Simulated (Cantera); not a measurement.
Cantera run:

```python
import numpy as np
import cantera as ct

gas_names = [...]  # 121 gases of nasa_gas.yaml made of Al, C, H, O
cond_names = """
    AL(cr) AL(L) AL2O3(a) AL2O3(L) C(gr) C6H6(L) C7H8(L) C8H18(L),n-octa H2O(s) H2O(L)
""".split()


# ... load() reads the species with a 1 bar reference pressure and builds the phases ...
atoms = {
    'Al(CH3)3': {'AL': 1, 'C': 3, 'H': 9},
    'O2': {'O': 2},
    'H2': {'H': 2},
}
top_T = {'C(gr)': 4500}  # K; cautious upper limits of use, not melting points


# ... equilibrate(T, P, feed) seeds the gas with the atoms and calls Mixture.equilibrate('TP', solver="vcs", rtol=1e-11, max_steps=5000) ...
results = []
feed = {'Al(CH3)3': 1, 'O2': 27, 'H2': 3.5}  # mol
P = 1333.22  # Pa
for T in [1325, 1375, 1425, 1475, 1525, 1575, 1625, 1675, 1725, 1775, 1825]:
    mix = equilibrate(T, P, feed)
    results.append((T, P, feed, dict(zip(mix.species_names, mix.species_moles))))
    x = sorted(zip(gas.X, gas.species_names), reverse=True)
    print(f"T = {T:g} K  P = {P:g} Pa  gas = {mix.phase_moles(0):.4g} mol")
    print("   x: " + "  ".join(f"{s} {v:.3e}" for v, s in x if v > 1e-06))
    print("   condensed (mol): " + ("  ".join(f"{mix.phase(i).name} {mix.phase_moles(i):.4g}"
          for i in range(1, mix.n_phases) if mix.phase_moles(i) > 1e-12) or "none"))
```

Result:

```
T = 1325 K  P = 1333.22 Pa  gas = 30.25 mol
   x: O2 6.363e-01  H2O 2.644e-01  CO2 9.917e-02  OH 8.805e-05  O 1.903e-06
   condensed (mol): AL2O3(a) 0.5
T = 1375 K  P = 1333.22 Pa  gas = 30.25 mol
   x: O2 6.363e-01  H2O 2.644e-01  CO2 9.917e-02  OH 1.507e-04  O 4.398e-06
   condensed (mol): AL2O3(a) 0.5
T = 1425 K  P = 1333.22 Pa  gas = 30.25 mol
   x: O2 6.363e-01  H2O 2.643e-01  CO2 9.917e-02  OH 2.484e-04  O 9.586e-06  H2 1.890e-06  CO 1.613e-06
   condensed (mol): AL2O3(a) 0.5
T = 1475 K  P = 1333.22 Pa  gas = 30.25 mol
   x: O2 6.362e-01  H2O 2.642e-01  CO2 9.916e-02  OH 3.957e-04  O 1.983e-05  H2 3.863e-06  CO 3.600e-06
   condensed (mol): AL2O3(a) 0.5
T = 1525 K  P = 1333.22 Pa  gas = 30.26 mol
   x: O2 6.361e-01  H2O 2.641e-01  CO2 9.915e-02  OH 6.114e-04  O 3.912e-05  CO 7.619e-06  H2 7.538e-06
   condensed (mol): AL2O3(a) 0.5
T = 1575 K  P = 1333.22 Pa  gas = 30.26 mol
   x: O2 6.359e-01  H2O 2.639e-01  CO2 9.913e-02  OH 9.189e-04  O 7.394e-05  CO 1.537e-05  H2 1.410e-05  H 1.352e-06
   condensed (mol): AL2O3(a) 0.5
T = 1625 K  P = 1333.22 Pa  gas = 30.26 mol
   x: O2 6.357e-01  H2O 2.636e-01  CO2 9.910e-02  OH 1.347e-03  O 1.344e-04  CO 2.966e-05  H2 2.538e-05  H 3.078e-06
   condensed (mol): AL2O3(a) 0.5
T = 1675 K  P = 1333.22 Pa  gas = 30.27 mol
   x: O2 6.354e-01  H2O 2.633e-01  CO2 9.905e-02  OH 1.928e-03  O 2.358e-04  CO 5.501e-05  H2 4.411e-05  H 6.678e-06
   condensed (mol): AL2O3(a) 0.5
T = 1725 K  P = 1333.22 Pa  gas = 30.28 mol
   x: O2 6.350e-01  H2O 2.628e-01  CO2 9.898e-02  OH 2.703e-03  O 4.005e-04  CO 9.838e-05  H2 7.421e-05  H 1.386e-05
   condensed (mol): AL2O3(a) 0.5
T = 1775 K  P = 1333.22 Pa  gas = 30.29 mol
   x: O2 6.343e-01  H2O 2.621e-01  CO2 9.886e-02  OH 3.716e-03  O 6.603e-04  CO 1.701e-04  H2 1.212e-04  H 2.760e-05  HO2 1.291e-06
   condensed (mol): AL2O3(a) 0.5
T = 1825 K  P = 1333.22 Pa  gas = 30.31 mol
   x: O2 6.335e-01  H2O 2.612e-01  CO2 9.868e-02  OH 5.018e-03  O 1.059e-03  CO 2.852e-04  H2 1.926e-04  H 5.294e-05  HO2 1.651e-06
   condensed (mol): AL2O3(a) 0.5
```

Cantera equilibrium calculation (NASA polynomials, part measured and part estimated; ideal gas, pure solids and liquids). The feed counts by its element totals alone.
